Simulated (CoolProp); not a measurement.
c-C4F8 (RC318) at several states: fugacity coefficient from the reference equation and from simpler models built on Tc = 388.4 K, pc = 27.78 bar, ω = 0.355; each cubic takes its own stable root.

The numbers come from the reference Helmholtz-energy equation of state, Platzer 1990 in CoolProp. This equation is an older, rougher fit; its heat capacities, sound speeds and derivatives of the liquid may be far off and weren't checked against measurements.

| T (K) | p (bar) | phase | reference |
|---|---|---|---|
| 386.3 | 55.4 | liquid | 0.3858 |
| 336.5 | 0.135 | gas | 0.9974 |
| 437.4 | 11.1 | gas | 0.9152 |
| 245.8 | 72.8 | liquid | 0.007775 |
| 436.4 | 0.473 | gas | 0.9963 |
| 478.2 | 52.8 | supercritical | 0.7387 |

Question: How far does each simpler model (van der Waals, Redlich-Kwong, Soave-Redlich-Kwong, Peng-Robinson) lie from the reference over these 6 states: mean and median of the absolute difference, and the worst?

Answer: 
- van der Waals: mean 150.2 %, median 4.0 %, worst +879.9 % at 245.8 K and 72.8 bar
- Redlich-Kwong: mean 28.4 %, median 2.2 %, worst +160.1 % at 245.8 K and 72.8 bar
- Soave-Redlich-Kwong: mean 1.2 %, median 0.9 %, worst +2.8 % at 386.3 K and 55.4 bar
- Peng-Robinson: mean 1.3 %, median 1.2 %, worst -3.0 % at 478.2 K and 52.8 bar
